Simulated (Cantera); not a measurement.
Input: 1 mol Ta(OEt)5, 0.18 mol CH4, 6.7 mol H2, equilibrated at 2400 K and 0.200 Pa.

Cantera equilibrium calculation (NASA polynomials, part measured and part estimated; ideal gas, pure solids and liquids). Candidate condensed phases: C, C6H6, C7H8, C8H18, H2O, Ta, TaC, Ta2O5; 113 gas species. The feed counts by its element totals alone. TaC: taken at fixed stoichiometry. Condensed phases not in the tables: Ta2C. Rates play no part.

Base state: H 0.843, CO 0.109, C3 0.0233, C 0.0155, H2 0.00562, C2 0.00270, C2H 0.000206, C5 2.68e-5 (mole fractions); condensed: TaC(s).

**Question.** What changes in the equilibrium state with this change: temperature from 2400 K to 2000 K?

**Answer.** 
```json
[
 {"species": "H", "before": "0.843", "after": "0.592"},
 {"species": "H2", "before": "0.00562", "after": "0.265"},
 {"species": "CO", "before": "0.109", "after": "0.143"},
 {"species": "C3", "before": "0.0233", "after": "1.39e-5"},
 {"species": "C", "before": "0.0155", "after": "1.52e-5"},
 {"species": "C5", "before": "2.68e-5", "after": "2.74e-9"},
 {"species": "C2", "before": "0.00270", "after": "1.17e-6"},
 {"species": "C2H", "before": "0.000206", "after": "8.51e-6"},
 {"species": "C2H2 (acetylene)", "before": "2.39e-5", "after": "0.000203"},
 {"species": "TaC(s), mol", "before": "1.000", "after": "1.00"},
 {"species": "C(graphite), mol", "before": "0", "after": "4.16"}
]
```
